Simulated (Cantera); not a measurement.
Charge: 1 mol Si₃N₄, 2.3 mol N₂O, 8.5 mol N₂, equilibrated at 1.65 Torr.

Equilibrium computed with Cantera from the NASA thermochemical tables; the gas is ideal and each condensed phase is pure. Candidate condensed phases: Si, SiO₂, Si₂N₂O, Si₃N₄; 16 gas species. The numbers say what is thermodynamically allowed, not how fast it happens.

Q: What share of the Si ends up in condensed phases as a function of T (°C), at 1577, 1627, 1677, 1727, 1777, 1827, 1877?

A: 
```
T (°C)  Si condensed (%)     as
------  ----------------  -----
1577                21.7  Si(l)
1627                20.2  Si(l)
1677                17.4  Si(l)
1727                12.5  Si(l)
1777                 3.8  Si(l)
1827                 0.0      -
1877                 0.0      -
```
